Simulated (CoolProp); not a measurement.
Vapour-liquid equilibrium of n-heptane (1) + m-xylene (2) at 447 K; x and y are mole fractions of (1).

The numbers come from the multi-fluid Helmholtz-energy mixture model, Span 2003 and Zhou 2012; pair parameters Bell 2016 in CoolProp.

| x | bubble pressure, mixture model (kPa) | bubble pressure, Raoult's law (kPa) | y, mixture model | y, Raoult's law |
|---|---|---|---|---|
| 0.05 | 261.3 | 255.7 | 0.130 | 0.119 |
| 0.125 | 295.2 | 283.6 | 0.279 | 0.268 |
| 0.2 | 326.7 | 311.5 | 0.393 | 0.391 |
| 0.275 | 356.3 | 339.3 | 0.485 | 0.494 |
| 0.35 | 384.5 | 367.2 | 0.563 | 0.580 |
| 0.425 | 411.6 | 395.1 | 0.630 | 0.655 |
| 0.5 | 437.9 | 423.0 | 0.689 | 0.720 |
| 0.575 | 463.7 | 450.9 | 0.744 | 0.777 |
| 0.65 | 489.2 | 478.8 | 0.794 | 0.827 |
| 0.725 | 514.6 | 506.7 | 0.841 | 0.871 |
| 0.8 | 540.1 | 534.6 | 0.887 | 0.911 |
| 0.875 | 565.7 | 562.5 | 0.930 | 0.947 |
| 0.95 | 591.6 | 590.4 | 0.972 | 0.980 |

The largest gap from Raoult's law is +5.0 % in bubble pressure, at x = 0.275. No azeotrope shows between x = 0.05 and 0.95.

Pair parameters are fitted to limited data, so mixtures are less certain than the pure fluids.
